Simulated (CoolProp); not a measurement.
Vapour-liquid equilibrium of R134a (1) + R123 (2) at 205 kPa; x and y are mole fractions of (1).

The numbers come from the multi-fluid Helmholtz-energy mixture model, Tillner-Roth 1994 and Younglove 1994; pair parameters Bell 2016 in CoolProp.

| x | bubble temperature (°C) | y at the bubble point | dew temperature at overall composition x (°C) | liquid density (mol/L) |
|---|---|---|---|---|
| 0.05 | 39.8 | 0.275 | 47.3 | 9.410 |
| 0.125 | 29.0 | 0.528 | 45.0 | 9.745 |
| 0.2 | 21.0 | 0.673 | 42.4 | 10.05 |
| 0.275 | 14.9 | 0.762 | 39.8 | 10.32 |
| 0.35 | 10.2 | 0.820 | 36.9 | 10.59 |
| 0.425 | 6.4 | 0.860 | 33.8 | 10.85 |
| 0.5 | 3.4 | 0.889 | 30.4 | 11.10 |
| 0.575 | 0.8 | 0.912 | 26.6 | 11.36 |
| 0.65 | -1.3 | 0.931 | 22.4 | 11.62 |
| 0.725 | -3.3 | 0.947 | 17.6 | 11.89 |
| 0.8 | -5.0 | 0.962 | 11.9 | 12.17 |
| 0.875 | -6.7 | 0.976 | 4.9 | 12.46 |
| 0.95 | -8.4 | 0.990 | -3.6 | 12.77 |

No azeotrope shows between x = 0.05 and 0.95.

Pair parameters are fitted to limited data, so mixtures are less certain than the pure fluids.
